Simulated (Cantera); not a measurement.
Mixture: CH₄ : C₂H₆ : O₂ : N₂ : H₂O = 1 : 0.037 : 1.18 : 4.45 : 0.43 (molar parts), equivalence ratio 1.8, at 4.93 atm, adiabatic and at constant volume. Ignition delay is the time to a rise of 400 K.

Model: GRI-Mech 3.0 (53 species, 325 reactions), integrated in Cantera.

Task: What does this change do: pressure from 4.93 atm to 0.987 atm?

Result: 
```
quantity                                                before       after
--------------------------------------------------  ----------  ----------
delay at 1148 K                                        8.94 ms     47.2 ms
delay at 1348 K                                        1.11 ms     4.01 ms
delay at 1548 K                                       0.146 ms    0.420 ms
delay at 1748 K                                        25.8 µs     78.4 µs
delay at 1948 K                                        7.33 µs     26.7 µs
apparent activation energy between 1748 and 1948 K  180 kJ/mol  150 kJ/mol
```

Task: What does this change do: constant pressure in place of constant volume?

Result: 
| quantity | before | after |
|---|---|---|
| delay at 1148 K | 8.94 ms | 9.49 ms |
| delay at 1348 K | 1.11 ms | 1.22 ms |
| delay at 1548 K | 0.146 ms | 0.165 ms |
| delay at 1748 K | 25.8 µs | 29.6 µs |
| delay at 1948 K | 7.33 µs | 8.46 µs |
| apparent activation energy between 1748 and 1948 K | 180 kJ/mol | 180 kJ/mol |
